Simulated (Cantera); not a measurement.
Input: 1 mol Si, a varied amount of HCl, at 652 °C and 133 Pa.

Method: chemical equilibrium by Gibbs-energy minimisation in Cantera with the NASA 1993 tables (ideal gas, pure condensed phases). Candidate condensed phases: Si; 19 gas species. Equilibrium is a limit: real reactors are often held back by kinetics, nucleation or transport.

Q: Which condensed phases are stable at each of these points (n(HCl) (mol)): 1.4, 3, 4.5, 6.1, 7.7, 9.3, 11, 12?

A: 
```tsv
n(HCl) (mol)	condensed phases	Si condensed (%)
1.4	Si(s)	65.1
3	Si(s)	25.2
4.5	gas only	0.0
6.1	gas only	0.0
7.7	gas only	0.0
9.3	gas only	0.0
11	gas only	0.0
12	gas only	0.0
```

From 1.4 mol HCl to 3 mol HCl the condensed part is Si(s). From 4.5 mol HCl to 12 mol HCl nothing is condensed.
